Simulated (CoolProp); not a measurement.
n-nonane at 522.47 K and 0.488 MPa flows at 2.9 m/s in a round tube of 1 mm bore and 1.5 µm roughness, fully developed (64/Re and Nu = 3.66 if laminar; Colebrook and Gnielinski if turbulent). Each further row changes one setting.

Values from CoolProp's reference Helmholtz-energy equation of state, Lemmon 2006. It is a short technical equation, of lower accuracy than the large ones.

| case | Reynolds number | Darcy friction factor | pressure drop (Pa/m) | heat-transfer coefficient (W/(m² K)) | mass flow (kg/h) |
|---|---|---|---|---|---|
| as stated | 5180 | 0.0387 | 2720 | 594 | 0.137 |
| velocity 5.8 m/s | 10400 | 0.0328 | 9230 | 1110 | 0.274 |
| diameter 2 mm | 10400 | 0.0317 | 1110 | 537 | 0.548 |

Viscosity comes from a separate model (Huber 2004). Thermal conductivity comes from a separate model (Huber 2005).
